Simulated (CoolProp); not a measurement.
Saturation properties of R1234yf.

Model: reference Helmholtz-energy equation of state, Lemmon 2022, in CoolProp.

```tsv
T (K)	p (MPa)	liquid cp (kJ/(kg K))	liquid viscosity (µPa s)
209.1	0.01640	1.149	488
221.3	0.03366	1.171	(withheld)
233.4	0.06296	1.196	335
245.6	(withheld)	1.224	283
257.7	(withheld)	1.255	241
269.9	0.2825	1.290	206
282	0.4221	(withheld)	177
294.2	0.6101	(withheld)	152
306.3	0.8527	1.434	131
318.5	1.164	1.513	112
330.6	1.550	1.628	95.8
```

Task: Some entries are withheld; supply them.

Result: 
- 221.3, liquid viscosity (µPa s): 401
- 245.6, p (MPa): 0.1101
- 257.7, p (MPa): 0.1805
- 282, liquid cp (kJ/(kg K)): 1.329
- 294.2, liquid cp (kJ/(kg K)): 1.376

It boils at 243.7 K under 1 atm.

Viscosity comes from a separate model (Bell 2016), an estimate that may be off by 10 % or more.
